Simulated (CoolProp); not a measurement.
Vapour-liquid equilibrium of cyclohexane (1) + n-nonane (2) at 114 kPa; x and y are mole fractions of (1).

Values from CoolProp's multi-fluid Helmholtz-energy mixture model, Zhou 2014 and Lemmon 2006; pair parameters Bell 2016.

| x | bubble temperature (°C) | y at the bubble point | dew temperature at overall composition x (°C) | liquid density (mol/L) |
|---|---|---|---|---|
| 0.05 | 147.6 | 0.213 | 153.6 | 4.865 |
| 0.125 | 137.9 | 0.437 | 150.9 | 5.088 |
| 0.2 | 129.9 | 0.587 | 148.1 | 5.313 |
| 0.275 | 123.0 | 0.693 | 145.2 | 5.542 |
| 0.35 | 117.1 | 0.770 | 142.0 | 5.779 |
| 0.425 | 111.8 | 0.827 | 138.5 | 6.027 |
| 0.5 | 107.1 | 0.871 | 134.8 | 6.287 |
| 0.575 | 102.8 | 0.905 | 130.6 | 6.562 |
| 0.65 | 98.9 | 0.932 | 126.0 | 6.854 |
| 0.725 | 95.3 | 0.954 | 120.7 | 7.164 |
| 0.8 | 92.1 | 0.971 | 114.4 | 7.495 |
| 0.875 | 89.1 | 0.984 | 106.6 | 7.850 |
| 0.95 | 86.4 | 0.994 | 96.0 | 8.231 |

No azeotrope shows between x = 0.05 and 0.95.

Pair parameters are fitted to limited data, so mixtures are less certain than the pure fluids.
